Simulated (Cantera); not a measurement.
# Ammonia decomposition in nitride growth gas

An isothermal, constant-pressure homogeneous reactor starts with NH₃ : N₂ = 1 : 10 (molar parts), at 1650 K and 82.5 Torr.

Computed with Cantera and the gas-phase N/H chemistry of the illustrative SiF4/NH3 mechanism in the Surface Chemkin manual (1991). Walls and surfaces, which speed up NH3 decomposition in real reactors, are not modelled.

| t (s) | x NH₃ | x NH₂ | x NH | x N₂H₂ | x H₂ | x N |
|---|---|---|---|---|---|---|
| 0.000800 | 0.0909 | 1.62e-6 | 2.16e-10 | 5.35e-11 | 8.07e-7 | <1e-12 |
| 0.00309 | 0.0909 | 6.29e-6 | 5.37e-9 | 9.54e-10 | 3.20e-6 | 3.37e-12 |
| 0.0120 | 0.0909 | 2.41e-5 | 6.79e-8 | 1.68e-8 | 1.57e-5 | 6.47e-11 |
| 0.0463 | 0.0907 | 7.24e-5 | 3.25e-7 | 1.69e-7 | 0.000218 | 8.82e-10 |
| 0.179 | 0.0895 | 7.80e-5 | 5.09e-7 | 2.23e-7 | 0.00186 | 6.25e-9 |
| 0.692 | 0.0850 | 6.63e-5 | 7.08e-7 | 1.99e-7 | 0.00804 | 2.72e-8 |
| 2.67 | 0.0709 | 5.09e-5 | 7.69e-7 | 1.40e-7 | 0.0275 | 5.83e-8 |
| 10.3 | 0.0402 | 3.09e-5 | 5.92e-7 | 5.80e-8 | 0.0697 | 6.47e-8 |
| 40.0 | 0.00951 | 9.93e-6 | 2.74e-7 | 7.35e-9 | 0.112 | 4.47e-8 |
x: mole fraction; the columns are a selection and need not sum to one.

Equilibrium at this temperature and pressure: NH₃ 1.85e-7, NH₂ 3.54e-10, NH 1.82e-11, N₂H₂ <1e-12, H₂ 0.125, N 5.59e-12 (gas phase only).
